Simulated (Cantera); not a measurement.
What does this Cantera script print?

```python
import numpy as np
import cantera as ct

gas_names = """
    C CN CO CO2 C2 CCN CNC C2N2 C2O C3 C3O2 C4 C4N2 C5 N NCO NO NO2 NO3 N2 N2O O O2 O3 Si SiC SiC2 SiN
    SiO SiO2 Si2 Si2C Si2N Si3
""".split()
cond_names = """
    C(gr) Si(cr) Si(L) SiC(b) SiO2(Lqz) SiO2(hqz) SiO2(L) Si2N2O(s) Si3N4(a)
""".split()


def load(file, names, dense=False):
    # The tables refer to 1 bar. Condensed volumes are neglected.
    table = {s.name: s for s in ct.Species.list_from_file(file)}
    out = []
    for n in names:
        d = dict(table[n].input_data)
        d["thermo"] = dict(d["thermo"], **{"reference-pressure": 1e5})
        if dense:
            d["equation-of-state"] = {"model": "constant-volume", "density": "1e6 g/cm^3"}
        out.append(ct.Species.from_dict(d))
    return out


gas = ct.Solution(thermo="ideal-gas", species=load("nasa_gas.yaml", gas_names))
cond = {s.name: ct.Solution(thermo="fixed-stoichiometry", species=[s], name=s.name)
        for s in load("nasa_condensed.yaml", cond_names, dense=True)}
atoms = {
    'Si': {'Si': 1},
    'CO2': {'C': 1, 'O': 2},
    'N2': {'N': 2},
}
top_T = {'C(gr)': 4500, 'SiC(b)': 3050, 'Si2N2O(s)': 2100, 'Si3N4(a)': 2400}  # K; cautious upper limits of use, not melting points


def equilibrate(T, P, feed):
    n = {}
    for name, mol in feed.items():
        for a, k in atoms[name].items():
            n[a] = n.get(a, 0.0) + k * mol
    gas.TPX = T, P, n
    mass = sum(n.values()) * gas.mean_molecular_weight
    gas.equilibrate("TP")
    valid = [c for c in cond.values() if c.min_temp <= T <= top_T.get(c.name, c.max_temp)]
    mix = ct.Mixture([(gas, mass / gas.mean_molecular_weight)] + [(c, 0.0) for c in valid])
    mix.T, mix.P = T, P
    mix.equilibrate("TP", solver="vcs", rtol=1e-11, max_steps=5000)
    return mix


results = []
feed = {'Si': 1, 'CO2': 0.05, 'N2': 3.1}  # mol
P = 1333.22  # Pa
for T in [900, 1000, 1100, 1200, 1300, 1400, 1500, 1600, 1700, 1800, 1900, 2000, 2100, 2200]:
    mix = equilibrate(T, P, feed)
    results.append((T, P, feed, dict(zip(mix.species_names, mix.species_moles))))
    x = sorted(zip(gas.X, gas.species_names), reverse=True)
    print(f"T = {T:g} K  P = {P:g} Pa  gas = {mix.phase_moles(0):.4g} mol")
    print("   x: " + "  ".join(f"{s} {v:.3e}" for v, s in x if v > 0.001))
    print("   condensed (mol): " + ("  ".join(f"{mix.phase(i).name} {mix.phase_moles(i):.4g}"
          for i in range(1, mix.n_phases) if mix.phase_moles(i) > 1e-12) or "none"))
```

It prints:

```
T = 900 K  P = 1333.22 Pa  gas = 2.467 mol
   x: N2 1.000e+00
   condensed (mol): C(gr) 0.05  Si2N2O(s) 0.1  Si3N4(a) 0.2667
T = 1000 K  P = 1333.22 Pa  gas = 2.467 mol
   x: N2 1.000e+00
   condensed (mol): C(gr) 0.05  Si2N2O(s) 0.1  Si3N4(a) 0.2667
T = 1100 K  P = 1333.22 Pa  gas = 2.467 mol
   x: N2 1.000e+00
   condensed (mol): C(gr) 0.05  Si2N2O(s) 0.1  Si3N4(a) 0.2667
T = 1200 K  P = 1333.22 Pa  gas = 2.467 mol
   x: N2 1.000e+00
   condensed (mol): C(gr) 0.04999  Si2N2O(s) 0.09999  Si3N4(a) 0.2667
T = 1300 K  P = 1333.22 Pa  gas = 2.467 mol
   x: N2 1.000e+00
   condensed (mol): C(gr) 0.04993  Si2N2O(s) 0.09993  Si3N4(a) 0.2667
T = 1400 K  P = 1333.22 Pa  gas = 2.5 mol
   x: N2 9.998e-01
   condensed (mol): SiC(b) 0.04949  Si2N2O(s) 0.09949  Si3N4(a) 0.2505
T = 1500 K  P = 1333.22 Pa  gas = 2.5 mol
   x: N2 9.995e-01
   condensed (mol): SiC(b) 0.04876  Si2N2O(s) 0.09874  Si3N4(a) 0.2512
T = 1600 K  P = 1333.22 Pa  gas = 2.501 mol
   x: N2 9.988e-01  CO 1.071e-03
   condensed (mol): SiC(b) 0.04732  Si2N2O(s) 0.09688  Si3N4(a) 0.2528
T = 1700 K  P = 1333.22 Pa  gas = 2.508 mol
   x: N2 9.956e-01  SiO 2.262e-03  CO 2.112e-03
   condensed (mol): SiC(b) 0.0447  Si2N2O(s) 0.08903  Si3N4(a) 0.2572
T = 1800 K  P = 1333.22 Pa  gas = 2.575 mol
   x: N2 9.744e-01  SiO 2.161e-02  CO 3.790e-03
   condensed (mol): SiC(b) 0.04024  Si2N2O(s) 0.03459  Si3N4(a) 0.2781
T = 1900 K  P = 1333.22 Pa  gas = 3.203 mol
   x: N2 9.677e-01  SiO 2.625e-02  CO 4.966e-03
   condensed (mol): Si(L) 0.8782  SiC(b) 0.03404
T = 2000 K  P = 1333.22 Pa  gas = 3.211 mol
   x: N2 9.652e-01  SiO 2.354e-02  CO 7.600e-03  Si 3.266e-03
   condensed (mol): Si(L) 0.8866  SiC(b) 0.0253
T = 2100 K  P = 1333.22 Pa  gas = 3.235 mol
   x: N2 9.580e-01  SiO 2.029e-02  CO 1.062e-02  Si 1.001e-02
   condensed (mol): Si(L) 0.8814  SiC(b) 0.01428
T = 2200 K  P = 1333.22 Pa  gas = 3.3 mol
   x: N2 9.388e-01  Si 2.766e-02  SiO 1.682e-02  CO 1.348e-02  Si2C 1.601e-03
   condensed (mol): Si(L) 0.8332
```

Equilibrium computed with Cantera from the NASA thermochemical tables; the gas is ideal and each condensed phase is pure. N2 is the only nitrogen source here; it is nearly inert below about 1500 K, so the nitride shown seldom forms there in practice. Mutual solubility and eutectic melting of coexisting phases are not modelled. The tables' values for SiN are old estimates; treat these amounts as uncertain.
